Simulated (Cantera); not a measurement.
A closed system holds: 1 mol Si3H8, 0.52 mol HCl, 4.5 mol N2, 0.18 mol Cl2, equilibrated at 577 °C and 18000 Pa.

These are equilibrium values from Cantera (NASA tables, ideal gas, pure condensed phases), not measurements of a reactor. Candidate condensed phases: NH4Cl, Si, Si3N4; 28 gas species. The feed counts by its element totals alone. N2 is the only nitrogen source here; it is nearly inert below about 1500 K, so the nitride shown seldom forms there in practice. Rates play no part.

Base state: H2 0.532, N2 0.348, HCl 0.120, SiCl4 0.000522, NH3 7.64e-5 (mole fractions); condensed: Si3N4(s).

Task: What changes in the equilibrium state with this change: Si3H8 replaced by Si2Cl6?

Result: 
| species | before | after |
|---|---|---|
| N2 | 0.348 | 0.670 |
| SiCl4 | 0.000522 | 0.254 |
| HCl | 0.120 | 0.0693 |
| H2 | 0.532 | 0.00643 |
| NH3 | 7.64e-5 | 1.41e-7 |
| SiHCl3 | 3.83e-6 | 3.92e-5 |
| Si3N4(s), mol | 0.999 | 0.130 |
